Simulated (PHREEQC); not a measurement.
Solution (50 °C): 65 mmol/kgw K2CO3, 0.073 mmol/kgw Fe(NO3)3 and 0.14 mmol/kgw H3BO3. Closed to the air; pH follows from the charge balance.

The numbers come from PHREEQC with the ion-association model, phreeqc.dat.

Precipitation was switched off in this run.

Question: Predict the pH, specific conductance, ionic strength.

Answer: pH 10.81; specific conductance 22400 µS/cm; ionic strength 0.190 mol/kgw.

Question: In which forms is C present?

Answer: CO3-2 92 %, HCO3- 8.5 % of the C.

Examples of supersaturated solids here: Hematite (slow to form), Goethite (slow to form). Others may be too. Complexes and solids missing from the database can't appear. Away from 25 °C the constants follow the database's enthalpies or fits; those with neither stay at their 25 °C values.
